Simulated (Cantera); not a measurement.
Transport properties of process gases

Gas mixture: 44.7 % NH3, 23.7 % C2H2, 31.6 % CO2, at 1330 Pa, frozen composition.

Cantera's kinetic-theory transport with the Lennard-Jones parameters of GRI-Mech 3.0, ideal gas; thermal conductivity in the multicomponent form. Polar gases are described roughly by these parameters.

| T (K) | ρ (kg/m³) | cp (J/kg/K) | μ (µPa s) | λ (mW/m/K) | Pr | D (cm²/s) NH3 | D (cm²/s) NO | D (cm²/s) O |
|---|---|---|---|---|---|---|---|---|
| 400 | 0.0111 | 1526 | 16.3 | 35.5 | 0.699 | 21.7 | 23.4 | 37.3 |
| 500 | 0.00888 | 1656 | 19.9 | 47.3 | 0.697 | 33.4 | 34.9 | 55.4 |
| 600 | 0.00740 | 1770 | 23.4 | 59.5 | 0.696 | 47.1 | 48.1 | 76.2 |
| 700 | 0.00634 | 1870 | 26.6 | 71.7 | 0.694 | 62.7 | 62.9 | 99.5 |
| 800 | 0.00555 | 1958 | 29.7 | 83.9 | 0.693 | 80.1 | 79.2 | 125 |
| 900 | 0.00493 | 2037 | 32.6 | 96.0 | 0.691 | 99.0 | 96.9 | 153 |
D: mixture-averaged diffusion coefficient of that species in the mixture.
